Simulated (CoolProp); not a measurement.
The fluid at 250.51 K and 0.199 MPa flows at 0.091 m/s in a round tube of 4.6 mm bore and 0.25 µm roughness, fully developed (64/Re and Nu = 3.66 if laminar; Colebrook and Gnielinski if turbulent). The same conditions are run with several fluids, on thermodynamics alone (safety and materials aside).

Model: reference Helmholtz-energy equation of state of each fluid (CF4 (R14): Platzer 1990; CH2F2 (R32): Tillner-Roth 1997; R13: Platzer 1990; sulfur hexafluoride: Guder 2009; ethane: Bücker 2006), in CoolProp. The equations of Platzer and Polt are older, rougher fits.

Question: Rank CF4 (R14), CH2F2 (R32), R13, sulfur hexafluoride, ethane by Reynolds number, highest first.

Answer: sulfur hexafluoride (468), R13 (356), CF4 (R14) (240), CH2F2 (R32) (195), ethane (155)

| fluid | Darcy friction factor | pressure drop (Pa/m) | heat-transfer coefficient (W/(m² K)) | mass flow (kg/h) |
|---|---|---|---|---|
| CF4 (R14) | 0.266 | 2.04 | 9.80 | 0.0464 |
| CH2F2 (R32) | 0.328 | 1.54 | 8.23 | 0.0285 |
| R13 | 0.180 | 1.67 | 7.47 | 0.0562 |
| sulfur hexafluoride | 0.137 | 1.79 | 7.56 | 0.0792 |
| ethane | 0.412 | 1.09 | 12.4 | 0.0161 |

Transport values come from each fluid's own correlations; those of CF4 (R14), CH2F2 (R32), R13 are estimates that may be off by 10 % or more.
